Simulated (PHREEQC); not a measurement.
## Reverse-osmosis permeate

Synthetic water in mg/L, 25 °C, pH 5.61, pe 12.2: Na 0.119; K 0.0424; Ca 2.84; Mg 0.455; Cl 2.6; S(6) as SO4 0.216; Alkalinity as HCO3 6.31; Li 0.00819; Si as SiO2 0.062.

Valence states are taken as typed.

All values are PHREEQC results (ion-association model, phreeqc.dat), not measurements.

This is a speciation only: nothing precipitates in the calculation.

**Question.** What charge-balance error does the model give?

**Answer.** charge-balance error 1.4 %.

**Question.** In which forms is C present?

**Answer.** CO2 84 %, HCO3- 16 % of the C.
